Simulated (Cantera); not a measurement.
**BF3 + H2O + H2 (boron, boron nitride and boron oxide)**

Feed: 1 mol BF3, 4.2 mol H2O, 4.1 mol H2, at 2600 Pa.

Equilibrium computed with Cantera from the NASA thermochemical tables; the gas is ideal and each condensed phase is pure. Candidate condensed phases: B, B2O3, B3O3H3, H2O; 43 gas species. Gases not in the tables: H3BO3. The numbers say what is thermodynamically allowed, not how fast it happens.

```tsv
T (K)	log p H2	log p H2O	log p HF	log p BOF	log p H	log p BF3	log p HBO2	n B2O3(l)
1025	-1.95	-2.04	-2.34	-5.07	-9.34	-2.97	-5.38	0.224
1125	-1.96	-2.06	-2.28	-4.26	-8.33	-3.08	-4.61	0.268
1225	-1.96	-2.08	-2.24	-3.60	-7.49	-3.22	-3.97	0.269
1325	-1.97	-2.10	-2.24	-3.07	-6.77	-3.43	-3.43	0.161
1425	-1.98	-2.12	-2.26	-2.79	-6.16	-3.80	-3.14	0
1525	-1.98	-2.13	-2.24	-2.77	-5.62	-4.30	-3.12	0
1625	-1.99	-2.14	-2.24	-2.76	-5.14	-4.77	-3.11	0
1725	-1.99	-2.14	-2.23	-2.77	-4.72	-5.20	-3.10	0
1825	-1.99	-2.14	-2.23	-2.77	-4.35	-5.58	-3.09	0
1925	-1.99	-2.14	-2.23	-2.78	-4.01	-5.93	-3.09	0
2025	-1.99	-2.14	-2.23	-2.78	-3.71	-6.24	-3.08	0
2125	-2.00	-2.15	-2.23	-2.79	-3.44	-6.53	-3.08	0
2225	-2.00	-2.15	-2.23	-2.79	-3.19	-6.79	-3.09	0
2325	-2.02	-2.16	-2.24	-2.80	-2.97	-7.03	-3.09	0
```
log p: log10 of the partial pressure in bar; n: condensed amount in mol.

From 1025 K to 1325 K the condensed part is B2O3(l). From 1425 K to 2325 K nothing is condensed.
